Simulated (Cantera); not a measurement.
What does this Cantera script print?

```python
import numpy as np
import cantera as ct

gas = ct.Solution("gri30.yaml")
gas.TPX = 2875, 3200, {'CH4': 0.043, 'H2': 1, 'H': 0.024}
reactor = ct.IdealGasConstPressureReactor(gas, energy="off", clone=False)
net = ct.ReactorNet([reactor])
net.rtol, net.atol = 1e-08, 1e-18
show = ['CH4', 'H2', 'H', 'C2H4', 'C2H6']
times = np.geomspace(2e-05, 100, 11)

steps = ct.SolutionArray(gas, extra=["t"])
rows = []
print(f"{'t/s':>10s}{'T/K':>9s}{'P/Pa':>11s}" + "".join(f"{s:>11s}" for s in show))
for t in times:
    while net.time < t:
        t_next = net.step()
        steps.append(gas.state, t=t_next)
    rows.append([np.interp(t, steps.t, y) for y in (steps.T, steps.P, *steps(*show).X.T)])
    print(f"{t:10.3e}{rows[-1][0]:9.1f}{rows[-1][1]:11.4g}" + "".join(f"{x:11.3e}" for x in rows[-1][2:]))
rate = np.gradient(steps.T, steps.t)
print("integrator steps:", len(steps.t))
if steps.T.max() > steps.T[0] + 200:
    print(f"time of steepest temperature rise: {steps.t[rate.argmax()]:.4e} s")
gas.TPX = 2875, 3200, {'CH4': 0.043, 'H2': 1, 'H': 0.024}
gas.equilibrate("TP")
print(f"equilibrium (TP): T = {gas.T:.1f} K  " + "  ".join(f"{s} {gas[s].X[0]:.3e}" for s in show))
```

Result:

```
       t/s      T/K       P/Pa        CH4         H2          H       C2H4       C2H6
 2.000e-05   2875.0       3200  2.746e-02  9.377e-01  2.283e-02  1.841e-04  4.312e-06
 9.352e-05   2875.0       3200  1.567e-02  9.230e-01  4.317e-02  2.866e-04  3.017e-06
 4.373e-04   2875.0       3200  2.035e-03  9.112e-01  6.734e-02  1.920e-05  7.820e-08
 2.045e-03   2875.0       3200  1.172e-04  8.835e-01  9.771e-02  2.233e-06  3.548e-10
 9.564e-03   2875.0       3200  1.155e-05  8.068e-01  1.753e-01  6.975e-07  5.359e-12
 4.472e-02   2875.0       3200  1.502e-06  6.334e-01  3.503e-01  1.173e-07  1.585e-13
 2.091e-01   2875.0       3200  6.477e-07  5.455e-01  4.391e-01  5.418e-08  3.794e-14
 9.779e-01   2875.0       3200  6.431e-07  5.447e-01  4.398e-01  5.383e-08  3.749e-14
 4.573e+00   2875.0       3200  6.431e-07  5.447e-01  4.398e-01  5.383e-08  3.749e-14
 2.138e+01   2875.0       3200  6.431e-07  5.447e-01  4.398e-01  5.383e-08  3.749e-14
 1.000e+02   2875.0       3200  6.431e-07  5.447e-01  4.398e-01  5.383e-08  3.749e-14
integrator steps: 1650
equilibrium (TP): T = 2875.0 K  CH4 6.466e-07  H2 5.447e-01  H 4.398e-01  C2H4 5.384e-08  C2H6 3.788e-14
```

Computed with Cantera and GRI-Mech 3.0 (53 species, 325 reactions). GRI-Mech 3.0 stops at C3 and has no aromatics, soot or wall deposition, so with more carbon than oxygen in the feed, carbon stays in small species such as C2H2 where larger ones or solid carbon would form. Radical loss at walls, strong at low pressure, is not modelled.
